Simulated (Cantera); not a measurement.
# Stirred combustor or abatement burner

A perfectly stirred reactor is fed with 13.6 % CH4, 18.1 % O2, 68.3 % N2, at 0.987 atm; it is adiabatic with a 750 K inlet, and is followed from long to short residence time, starting on the burning branch (τ in s: 0.038, 0.014, 0.0053, 0.002, 0.00074, 0.00028, 0.0001, 3.9e-05, 1.5e-05).

Model: GRI-Mech 3.0 (53 species, 325 reactions), integrated in Cantera.

| τ (s) | T (K) | x CH4 | x O2 | x CO2 | x NO2 | x HCO | x H2O |
|---|---|---|---|---|---|---|---|
| 0.038 | 2211 | 6.91e-5 | 0.000107 | 0.0361 | 2.54e-9 | 1.78e-7 | 0.169 |
| 0.014 | 2204 | 0.000121 | 0.000221 | 0.0361 | 2.93e-9 | 3.80e-7 | 0.169 |
| 0.0053 | 2196 | 0.000221 | 0.000465 | 0.0360 | 3.19e-9 | 8.54e-7 | 0.169 |
| 0.0020 | 2185 | 0.000438 | 0.00103 | 0.0356 | 3.32e-9 | 2.00e-6 | 0.168 |
| 0.00074 | 2167 | 0.000952 | 0.00246 | 0.0345 | 3.23e-9 | 4.77e-6 | 0.168 |
| 0.00028 | 2126 | 0.00220 | 0.00620 | 0.0317 | 2.91e-9 | 1.11e-5 | 0.167 |
| 0.00010 | 750 | 0.136 | 0.181 | <1e-12 | <1e-12 | <1e-12 | <1e-12 |
| 3.9e-5 | 750 | 0.136 | 0.181 | <1e-12 | <1e-12 | <1e-12 | <1e-12 |
| 1.5e-5 | 750 | 0.136 | 0.181 | <1e-12 | <1e-12 | <1e-12 | <1e-12 |
x: mole fraction; the columns are a selection and need not sum to one.
